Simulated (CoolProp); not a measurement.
Vapour-liquid equilibrium of R22 (1) + R152A (2) at 325.3 K; x and y are mole fractions of (1).

Computed with CoolProp (multi-fluid Helmholtz-energy mixture model, Kamei 1995 and Outcalt 1996; pair parameters Bell 2016).

```tsv
x	bubble pressure (kPa)	y at the bubble point	dew pressure at overall composition x (kPa)	liquid density (mol/L)
0.05	1270	0.066	1263	12.49
0.125	1314	0.161	1297	12.50
0.2	1360	0.253	1334	12.51
0.275	1409	0.341	1372	12.52
0.35	1460	0.425	1414	12.52
0.425	1513	0.507	…	12.53
0.5	…	0.584	1509	12.53
0.575	1631	0.658	…	12.53
0.65	1695	0.728	1624	12.52
0.725	…	…	1692	12.51
0.8	1833	0.856	1769	12.49
0.875	1908	0.913	1858	12.46
0.95	1986	0.967	1961	12.42
```

Task: Complete the blanks.

Result: 
- 0.425, dew pressure at overall composition x (kPa): 1459
- 0.5, bubble pressure (kPa): 1570
- 0.575, dew pressure at overall composition x (kPa): 1563
- 0.725, bubble pressure (kPa): 1762
- 0.725, y at the bubble point: 0.794

No azeotrope shows between x = 0.05 and 0.95.

Pair parameters are fitted to limited data, so mixtures are less certain than the pure fluids.
